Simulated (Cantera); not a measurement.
A Cantera script and what it prints.

```python
import numpy as np
import cantera as ct

gas_names = """
    Mg MgN MgO MgS Mg2 N NO NO2 NO3 N2 N2O O O2 O3 S SN SO SO2 SO3 S2 S2O S8
""".split()
cond_names = """
    Mg(cr) Mg(L) MgO(s) MgO(L) MgS(s) MgSO4(s) MgSO4(L) S(cr1) S(cr2) S(L)
""".split()


# ... load() reads the species with a 1 bar reference pressure and builds the phases ...
atoms = {
    'MgO': {'Mg': 1, 'O': 1},
    'SO3': {'S': 1, 'O': 3},
    'N2': {'N': 2},
    'O2': {'O': 2},
}
top_T = {'MgS(s)': 2250}  # K; cautious upper limits of use, not melting points


# ... equilibrate(T, P, feed) seeds the gas with the atoms and calls Mixture.equilibrate('TP', solver="vcs", rtol=1e-11, max_steps=5000) ...
results = []
feed = {'MgO': 1, 'SO3': 0.95, 'N2': 0.58, 'O2': 0.53}  # mol
T = 1798  # K
P = 960000  # Pa
mix = equilibrate(T, P, feed)
results.append((T, P, feed, dict(zip(mix.species_names, mix.species_moles))))
print(gas.report(threshold=0.0001))
for i in range(1, mix.n_phases):
    print(f"{mix.phase(i).name:16s} {mix.phase_moles(i):12.5e} mol")
```

Output:

```
       temperature   1798 K
          pressure   9.6e+05 Pa
           density   2.7783 kg/m^3
  mean mol. weight   43.264 kg/kmol
   phase of matter   gas

                          1 kg             1 kmol
                     ---------------   ---------------
          enthalpy       -1.1661e+06       -5.0452e+07  J
   internal energy       -1.5117e+06       -6.5402e+07  J
           entropy            6465.4        2.7972e+05  J/K
    Gibbs function       -1.2791e+07       -5.5339e+08  J
 heat capacity c_p            1036.2             44833  J/K
 heat capacity c_v            844.07             36518  J/K

                      mass frac. Y      mole frac. X     chem. pot. / RT
                     ---------------   ---------------   ---------------
                NO         0.0021063          0.003037           -26.434
                N2           0.14771           0.22813           -25.803
                O2           0.29037            0.3926           -27.064
               SO2           0.54575           0.36859           -54.022
               SO3           0.01402         0.0075766           -67.554
     [  +17 minor]        4.7971e-05         6.071e-05

Mg(L)             0.00000e+00 mol
MgO(s)            1.00000e+00 mol
MgS(s)            0.00000e+00 mol
MgSO4(L)          0.00000e+00 mol
S(L)              0.00000e+00 mol
```

Method: chemical equilibrium by Gibbs-energy minimisation in Cantera with the NASA 1993 tables (ideal gas, pure condensed phases).
